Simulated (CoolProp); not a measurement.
Computed with CoolProp (reference Helmholtz-energy equation of state, Younglove 1994). It is a modified Benedict-Webb-Rubin equation, recast in Helmholtz form.

### Question
For R123, give the phase and the density (kg/m³), cv (kJ/(kg K)), expansivity (1/kK), viscosity (µPa s) at 120.55 °C and 1.88 MPa; 152.45 °C and 1.88 MPa; 216.25 °C and 1.88 MPa.

### Answer
- 120.55 °C and 1.88 MPa: liquid; density 1180, cv 0.793, expansivity 3.41, viscosity 156
- 152.45 °C and 1.88 MPa: gas; density 115, cv 0.814, expansivity 7.69, viscosity 16.1
- 216.25 °C and 1.88 MPa: gas; density 83.4, cv 0.827, expansivity 3.60, viscosity 17.7

Viscosity comes from a separate model (Tanaka 1996).
